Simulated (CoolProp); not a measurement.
Computed with CoolProp (reference Helmholtz-energy equation of state, Thol 2017).

**Question.** Give the vapour pressure (bar), liquid density (kg/m³), enthalpy of vaporisation (kJ/kg), liquid cp (kJ/(kg K)) of saturated octamethyltrisiloxane (MDM) at 137.85, 158.55 °C.

**Answer.** 
```
T (°C)  p (bar)  liquid density (kg/m³)  enthalpy of vaporisation (kJ/kg)  liquid cp (kJ/(kg K))
------  -------  ----------------------  --------------------------------  ---------------------
137.85    0.679                     693                               159                   2.07
158.55     1.18                     667                               150                   2.13
```
